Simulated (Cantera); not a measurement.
## Reactions in the system K-O-S

Cantera with NASA thermochemical tables; ideal gases at 1 bar, condensed phases pure. Values are per mole of reaction as written; species without (g) are pure solids or liquids, kept so even where they would boil at 1 bar.

4 O₂(g) + S₂(g) + 4 K ⇌ 2 K₂SO₄

```tsv
T (K)	ΔH° (kJ)	ΔS° (J/K)	ΔG° (kJ)	log10 K	condensed phases
300	-3003.9	-956.6	-2716.9	473.05	K(s), K₂SO₄(s)
673	-3000.2	-960.8	-2353.6	182.67	K(l), K₂SO₄(s)
773	-2991.2	-948.3	-2258.1	152.59	K(l), K₂SO₄(s)
873	-2963.7	-915.7	-2164.3	129.49	K(l), K₂SO₄(s)
973	-2955.4	-906.7	-2073.2	111.29	K(l), K₂SO₄(s)
1073	-2945.9	-897.5	-1983.0	96.53	K(l), K₂SO₄(s)
1173	-2935.5	-888.1	-1893.7	84.33	K(l), K₂SO₄(s)
1273	-2924.1	-878.8	-1805.3	74.08	K(l), K₂SO₄(s)
```
